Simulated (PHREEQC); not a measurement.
Make-up at 25 °C: 150 mmol/kgw KH2PO4 and 56 mmol/kgw HF. Closed to the air; pH follows from the charge balance.

Computed with PHREEQC (ion-association model, phreeqc.dat).

No solid was allowed to form.

Order these F species by the share of F that they hold, largest first: F-, HF2-, HF.

HF (56 %), F- (36 %), HF2- (8.5 %)

The pH is 2.83 and the ionic strength 0.152 mol/kgw. Complexes and solids missing from the database can't appear.
